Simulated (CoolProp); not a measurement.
Vapour-liquid equilibrium of ethylene (1) + carbon dioxide (2) at 245.2 K; x and y are mole fractions of (1).

Values from CoolProp's multi-fluid Helmholtz-energy mixture model, Smukala 2000 and Span 1996; pair parameters Bell 2016.

```tsv
x	bubble pressure, mixture model (MPa)	bubble pressure, Raoult's law (MPa)	y, mixture model	y, Raoult's law
0.05	1.634	1.555	0.097	0.066
0.15	1.793	1.607	0.238	0.191
0.25	1.905	1.659	0.341	0.309
0.35	1.987	1.711	0.427	0.419
0.45	2.046	1.763	0.506	0.523
0.55	2.086	1.815	0.583	0.621
0.65	2.108	1.867	0.663	0.713
0.75	2.114	1.919	0.748	0.801
0.85	2.102	1.971	0.841	0.884
0.95	2.071	2.023	0.944	0.962
```

The largest gap from Raoult's law is +16.1 % in bubble pressure, at x = 0.35. y crosses x between x = 0.65 and 0.75: the model has an azeotrope there.

Pair parameters are fitted to limited data, so mixtures are less certain than the pure fluids.
